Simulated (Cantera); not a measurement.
Feed: 1 mol SiCl₄, 28 mol N₂, 8.8 mol NH₃, equilibrated at 10.0 mbar.

Method: chemical equilibrium by Gibbs-energy minimisation in Cantera with the NASA 1993 tables (ideal gas, pure condensed phases). Candidate condensed phases: NH₄Cl, Si, Si₃N₄; 28 gas species. Equilibrium is a limit: real reactors are often held back by kinetics, nucleation or transport.

Over these rows the condensed part is Si₃N₄(s). Partial pressures as log10 of bar:

| T (K) | 1000/T (1/K) | log p Si | log p N₂ | log p H₂ | log p HCl |
|---|---|---|---|---|---|
| 1523 | 0.6566 | -9.05 | -2.17 | -2.62 | -3.12 |
| 1573 | 0.6357 | -8.30 | -2.17 | -2.61 | -3.15 |
| 1623 | 0.6161 | -7.60 | -2.17 | -2.61 | -3.19 |
| 1673 | 0.5977 | ? | -2.17 | -2.60 | -3.24 |
| 1723 | 0.5804 | -6.31 | -2.17 | -2.60 | -3.30 |
| 1773 | 0.5640 | -5.73 | -2.17 | -2.59 | -3.37 |

Fit log p(Si) = a + b·(1000/T) to the five rows, give the apparent enthalpy, and predict the row at 1673 K.

Means: 1000/T = 0.6106, log p = -7.398. Sxy = -0.210330, Sxx = 0.0058599, so b = -35.89 and a = -7.398 − (-35.89)×0.6106 = 14.51.
Apparent enthalpy: −19.145 × (-35.89) = 687 kJ/mol. With the condensed phases at unit activity, 1/3 Si₃N₄(s) = Si(g) + 2/3 N₂(g) links this pressure to the main gases: over the six rows their terms move log p by +0.00 in all, so the slope is close to that reaction's ΔH°. The five rows lie within 0.01 of the line.
Prediction at 1673 K: 14.51 + (-35.89)×0.5977 = -6.94. The computed value is -6.93, 0.01 from the line.
